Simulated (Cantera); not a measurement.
A closed system holds: 1 mol PbI₂, 6.5 mol H₂, equilibrated at 0.0150 Torr.

Cantera equilibrium calculation (NASA polynomials, part measured and part estimated; ideal gas, pure solids and liquids). Candidate condensed phases: I₂, Pb, PbI₂; 10 gas species. The numbers say what is thermodynamically allowed, not how fast it happens.

x: gas mole fraction; nothing condenses.

```json
[
 {"T (°C)": "852", "x H₂": "0.703", "x I": "0.167", "x H": "8.33e-6", "x Pb": "0.0822", "x PbI": "0.0227", "x HI": "0.0198"},
 {"T (°C)": "927", "x H₂": "0.688", "x I": "0.192", "x H": "3.66e-5", "x Pb": "0.0981", "x PbI": "0.00831", "x HI": "0.0128"},
 {"T (°C)": "1002", "x H₂": "0.685", "x I": "0.201", "x H": "…", "x Pb": "0.103", "x PbI": "…", "x HI": "…"},
 {"T (°C)": "1077", "x H₂": "0.684", "x I": "0.205", "x H": "0.000441", "x Pb": "0.105", "x PbI": "0.00104", "x HI": "0.00534"},
 {"T (°C)": "1152", "x H₂": "0.683", "x I": "0.207", "x H": "0.00126", "x Pb": "0.105", "x PbI": "0.000417", "x HI": "0.00362"},
 {"T (°C)": "1227", "x H₂": "0.681", "x I": "0.208", "x H": "0.00325", "x Pb": "0.105", "x PbI": "0.000181", "x HI": "0.00254"},
 {"T (°C)": "1302", "x H₂": "0.678", "x I": "0.208", "x H": "0.00765", "x Pb": "0.105", "x PbI": "8.46e-5", "x HI": "0.00184"},
 {"T (°C)": "1377", "x H₂": "0.670", "x I": "0.208", "x H": "0.0166", "x Pb": "0.104", "x PbI": "4.21e-5", "x HI": "0.00136"},
 {"T (°C)": "1452", "x H₂": "0.656", "x I": "0.206", "x H": "…", "x Pb": "0.104", "x PbI": "…", "x HI": "…"},
 {"T (°C)": "1527", "x H₂": "0.631", "x I": "0.203", "x H": "0.0636", "x Pb": "0.102", "x PbI": "1.19e-5", "x HI": "0.000768"},
 {"T (°C)": "1602", "x H₂": "0.589", "x I": "0.198", "x H": "0.113", "x Pb": "0.0994", "x PbI": "6.64e-6", "x HI": "0.000577"}
]
```

### Question
Complete the blanks.

### Answer

- 1002, x H: 0.000136
- 1002, x PbI: 0.00285
- 1002, x HI: 0.00816
- 1452, x H: 0.0336
- 1452, x PbI: 2.20e-5
- 1452, x HI: 0.00102
